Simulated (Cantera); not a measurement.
Charge: 1 mol Ca(OH)₂, 0.84 mol H₂O, 0.026 mol H₂, at 1475 °C and 0.000370 bar.

Equilibrium computed with Cantera from the NASA thermochemical tables; the gas is ideal and each condensed phase is pure. Candidate condensed phases: Ca, CaO, Ca(OH)₂, H₂O; 14 gas species. Rates play no part.

Problem. What is the equilibrium state?

Solution. 
```json
{
 "x(H₂O)": "0.965",
 "x(H₂)": "0.0244",
 "x(O₂)": "0.00453",
 "x(OH)": "0.00428",
 "x(H)": "0.00185",
 "x(O)": "0.000257",
 "x(Ca(OH)₂)": "1.03e-5",
 "n(CaO(s))": "1.000 mol",
 "gas_amount": "1.881 mol",
 "log10 activity of Ca(l) (absent)": "-10.50"
}
```
